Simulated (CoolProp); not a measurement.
The fluid at 403.51 K and 0.154 MPa flows at 0.5 m/s in a round tube of 10 mm bore and 0.25 µm roughness, fully developed (64/Re and Nu = 3.66 if laminar; Colebrook and Gnielinski if turbulent). The same conditions are run with several fluids, on thermodynamics alone (safety and materials aside).

The numbers come from the reference Helmholtz-energy equation of state of each fluid (CF4 (R14): Platzer 1990; carbon dioxide: Span 1996; R134a: Tillner-Roth 1994; R407C: Lemmon 2003; R152A: Outcalt 1996) in CoolProp. The equations of Platzer and Polt are older, rougher fits. Blends and air are pseudo-pure fits.

Q: Rank CF4 (R14), carbon dioxide, R134a, R407C, R152A by Reynolds number, highest first.

A: R134a (1490), R407C (1190), R152A (1020), CF4 (R14) (911), carbon dioxide (512)

| fluid | Darcy friction factor | pressure drop (Pa/m) | heat-transfer coefficient (W/(m² K)) | mass flow (kg/h) |
|---|---|---|---|---|
| CF4 (R14) | 0.0702 | 3.55 | 8.99 | 0.572 |
| carbon dioxide | 0.125 | 3.17 | 9.16 | 0.286 |
| R134a | 0.0429 | 2.54 | 7.99 | 0.669 |
| R407C | 0.0536 | 2.67 | 7.80 | 0.564 |
| R152A | 0.0627 | 2.40 | 8.94 | 0.433 |

Transport values come from each fluid's own correlations; those of CF4 (R14), R134a, R152A are estimates that may be off by 10 % or more.
